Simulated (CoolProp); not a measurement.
Values from CoolProp's reference Helmholtz-energy equation of state, Zhou 2016.

Give the vapour pressure (kPa), liquid density (kg/m³), enthalpy of vaporisation (kJ/kg), liquid cp (kJ/(kg K)) of saturated R245ca at 304 K.


| T (K) | p (kPa) | liquid density (kg/m³) | enthalpy of vaporisation (kJ/kg) | liquid cp (kJ/(kg K)) |
|---|---|---|---|---|
| 304 | 125 | 1370 | 201 | 1.39 |
